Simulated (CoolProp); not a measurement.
Properties of ethanol along the isobar 781 kPa.

The numbers come from the reference Helmholtz-energy equation of state, Schroeder 2014 in CoolProp.

```tsv
T (K)	phase	speed of sound (m/s)	isothermal compressibility (1/MPa)	viscosity (µPa s)	conductivity (mW/(m K))
341.1	liquid	1007	0.001580	518	156
356.2	liquid	956.7	?	414	154
371.4	liquid	903.9	?	334	152
386.5	liquid	847.8	0.002473	273	149
401.6	liquid	786.9	0.003018	224	147
416.7	gas	265.7	1.477	12.3	29.7
431.8	gas	?	1.433	12.8	31.4
447	gas	281.9	1.401	13.3	33.1
462.1	gas	288.9	1.379	13.7	34.9
477.2	gas	295.3	1.361	14.2	36.7
492.3	gas	301.4	1.348	14.6	38.5
507.4	gas	307.2	1.337	15.0	40.3
522.6	gas	312.7	1.329	15.5	42.2
```

Problem. What belongs in the gaps?

Solution. 
- 356.2, isothermal compressibility (1/MPa): 0.001799
- 371.4, isothermal compressibility (1/MPa): 0.002086
- 431.8, speed of sound (m/s): 274.2

Viscosity comes from a separate model (Kiselev 2005). Thermal conductivity comes from a separate model (Assael 2013).
